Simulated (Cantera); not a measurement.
**Diamond growth**

A diamond (100) surface in a fixed gas of H2 with x(CH4) = 0.028, x(H) = 0.0069, at 1073 K, 20000 Pa; coverages are run to steady state.

Cantera simulation using the Harris–Goodwin 1993 mechanism for the reconstructed diamond (100) surface; the numbers are that mechanism's predictions, not measurements.

```csv
x(CH3),growth (µm/h),θ c6HH,θ c6H*,θ c6*H,θ c6**,θ c6HM
1e-06,0.139,0.534,0.0255,0.425,0.0156,5.69e-5
2.2e-06,0.305,0.534,0.0255,0.425,0.0156,0.000125
5e-06,0.692,0.534,0.0254,0.425,0.0156,0.000284
1.1e-05,1.52,0.533,0.0254,0.425,0.0156,0.000625
2.5e-05,3.45,0.533,0.0254,0.424,0.0156,0.00142
5.6e-05,7.71,0.532,0.0253,0.423,0.0155,0.00317
0.00013,17.8,0.528,0.0252,0.420,0.0154,0.00730
0.00028,37.7,0.522,0.0249,0.415,0.0151,0.0155
0.00063,82.1,0.508,0.0241,0.403,0.0145,0.0337
```
θ: site fractions in the mechanism's names (c6HH fully hydrogenated, c6H* and c6*H radical sites, c6** diradical, c6HM methylated).
